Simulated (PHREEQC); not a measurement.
Brine: an equilibrium model

Solution (20 °C): 3.6 mol/kgw KCl, 0.47 mol/kgw NaHCO3 and 0.71 mol/kgw NaCl. Closed to the air; pH follows from the charge balance.

All values are PHREEQC results (Pitzer model, pitzer.dat), not measurements.

Each row changes one thing in this solution. No solid was allowed to form.

```
case                               pH  ionic strength (mol/kgw)  HCO3- (mol/kgw)  CO3-2 (mol/kgw)  SI of Sylvite (KCl)
-------------------------------  ----  ------------------------  ---------------  ---------------  -------------------
as made                          7.62                      4.79            0.454          0.00821                -0.11
temperature from 20 to 5 °C      7.75                      4.79            0.455          0.00771                +0.04
diluted 2-fold with water        7.74                      2.39            0.227          0.00425                -0.74
1.8 mol/kgw KOH added             [?]                      7.05              [?]            0.470                  [?]
NaCl from 0.71 to 0.781 mol/kgw  7.61                       [?]            0.454          0.00819                -0.10
NaCl left out                    7.69                      4.08            0.453              [?]                -0.22
```

Question: Complete the blanks.

Answer: 
- 1.8 mol/kgw KOH added, pH: 14.57
- 1.8 mol/kgw KOH added, HCO3- (mol/kgw): 6.18e-6
- 1.8 mol/kgw KOH added, SI of Sylvite (KCl): +0.16
- NaCl from 0.71 to 0.781 mol/kgw, ionic strength (mol/kgw): 4.86
- NaCl left out, CO3-2 (mol/kgw): 0.00837

Some of these states are supersaturated (in Sylvite, for instance). In brines, pH and single-ion activities rest on the MacInnes convention. Away from 25 °C the constants follow the database's enthalpies or fits; those with neither stay at their 25 °C values.
